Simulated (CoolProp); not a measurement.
Computed with CoolProp (reference Helmholtz-energy equation of state, Thol 2015).

Task: For 1,2-dichloroethane, give the phase and the Z, speed of sound (m/s) at 226.85 °C and 16.1 MPa; 226.85 °C and 20.1 MPa.

Result: 
- 226.85 °C and 16.1 MPa: liquid; Z 0.405, speed of sound 607
- 226.85 °C and 20.1 MPa: liquid; Z 0.497, speed of sound 645
